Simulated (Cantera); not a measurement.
Feed: 1 mol SiCl4, 0.013 mol Cl2, 14 mol N2, equilibrated at 800 °C and 2700 Pa.

These are equilibrium values from Cantera (NASA tables, ideal gas, pure condensed phases), not measurements of a reactor. Candidate condensed phases: Si, Si3N4; 13 gas species. The numbers say what is thermodynamically allowed, not how fast it happens.

Question: What is the equilibrium state?

Answer: 
```
Quantity                              Value
--------------------------------  ---------
x(N2)                                 0.932
x(SiCl4)                             0.0666
x(Cl2)                             0.000775
x(Cl)                              0.000183
gas amount                        15.01 mol
log10 activity of Si(s) (absent)     -18.77
```
